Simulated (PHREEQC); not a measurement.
Consider water at 25 °C and 100 atm with 0.015 mol ZnCl2 and 0.00026 mol KCl per kg of water. Closed to the air; pH follows from the charge balance.

Computed with PHREEQC (ion-association model, phreeqc.dat).

| quantity | before | after |
|---|---|---|
| pH | 5.45 | 4.94 |
| ionic strength (mol/kgw) | 0.0441 | 0.0405 |
| Zn+2 (mol/kgw) | 0.0144 | 0.0126 |
| ZnCl+ (mol/kgw) | 0.000571 | 0.00228 |
| ZnCl2 (mol/kgw) | 8.05e-6 | 4.84e-5 |
| ZnOH+ (mol/kgw) | 2.51e-6 | 1.30e-5 |

Problem. What was changed between the two runs?
A) KCl from 0.00026 to 0.0026 mol/kgw
B) KCl replaced by NaCl at the same molality
C) diluted 5-fold with water
D) temperature from 25 to 70 °C
E) ZnCl2 replaced by Zn(NO3)2 at the same molality

Solution. D, temperature from 25 to 70 °C

This is a speciation only: nothing precipitates in the calculation. Under pressure, the constants of complexes without a molar volume in the database are unreliable. Away from 25 °C the constants follow the database's enthalpies or fits; those with neither stay at their 25 °C values.
